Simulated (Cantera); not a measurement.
A freely propagating, adiabatic, planar premixed flame of CH₃OH : O₂ : N₂ = 1 : 1.56 : 5.88 (molar parts), equivalence ratio 0.96, unburnt at 600 K and 82.5 Torr; mixture-averaged transport, grid criteria slope 0.08 and curve 0.16, no radiation.

Model: GRI-Mech 3.0 (53 species, 325 reactions), integrated in Cantera. GRI-Mech 3.0 was tuned for natural gas; its chemistry of methanol as a main component is partial and can be far from experiment. Burning velocities carry a grid error of a few per cent, more on coarse grids.

### Question
How do the results move with these cheaper or finer settings: unity-Lewis-number transport; multicomponent transport; multicomponent+Soret transport; grid criteria slope 0.5, curve 1; grid criteria slope 0.25, curve 0.5; grid criteria slope 0.03, curve 0.06?

### Answer
```csv
setting,laminar burning velocity,thermal thickness,peak x(CH₂),peak x(CH₂O),grid points
as above,167 cm/s,1.94 mm,1.36e-5,0.0115,165
unity-Lewis-number transport,102 cm/s,2.79 mm,1.19e-5,0.00684,160
multicomponent transport,167 cm/s,1.97 mm,1.36e-5,0.0115,166
multicomponent+Soret transport,165 cm/s,1.97 mm,1.35e-5,0.0115,167
"grid criteria slope 0.5, curve 1",191 cm/s,2.21 mm,1.36e-5,0.0114,45
"grid criteria slope 0.25, curve 0.5",175 cm/s,2.03 mm,1.37e-5,0.0114,84
"grid criteria slope 0.03, curve 0.06",162 cm/s,1.92 mm,1.34e-5,0.0115,348
```
The base run took very roughly 40 core-seconds.
Unity Lewis numbers drop preferential diffusion, which matters most where H2 and H carry the flame; Soret adds thermal diffusion.
